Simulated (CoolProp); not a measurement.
A simple Rankine cycle with cyclohexane: condensing at 299.15 K, boiler at 0.0672 MPa, turbine inlet 342.8 K, turbine efficiency 0.7, pump efficiency 0.8, no recuperator. Each further row changes one setting.

Values from CoolProp's reference Helmholtz-energy equation of state, Zhou 2014.

```json
[
 {"case": "as stated", "thermal efficiency (%)": "7.8", "net work (kJ/kg)": "35.1", "heat in (kJ/kg)": "450", "turbine exit temperature (K)": "316.5", "volume ratio over the turbine": "4.65"},
 {"case": "turbine inlet 362.8 K", "thermal efficiency (%)": "7.8", "net work (kJ/kg)": "37.4", "heat in (kJ/kg)": "481", "turbine exit temperature (K)": "337.0", "volume ratio over the turbine": "4.66"},
 {"case": "condensing temperature 291.15 K", "thermal efficiency (%)": "9.2", "net work (kJ/kg)": "42.7", "heat in (kJ/kg)": "465", "turbine exit temperature (K)": "310.7", "volume ratio over the turbine": "6.62"},
 {"case": "boiler pressure 0.047 MPa", "thermal efficiency (%)": "6.2", "net work (kJ/kg)": "27.7", "heat in (kJ/kg)": "451", "turbine exit temperature (K)": "322.6", "volume ratio over the turbine": "3.29"},
 {"case": "turbine efficiency 0.6", "thermal efficiency (%)": "6.7", "net work (kJ/kg)": "30.1", "heat in (kJ/kg)": "450", "turbine exit temperature (K)": "320.1", "volume ratio over the turbine": "4.71"}
]
```
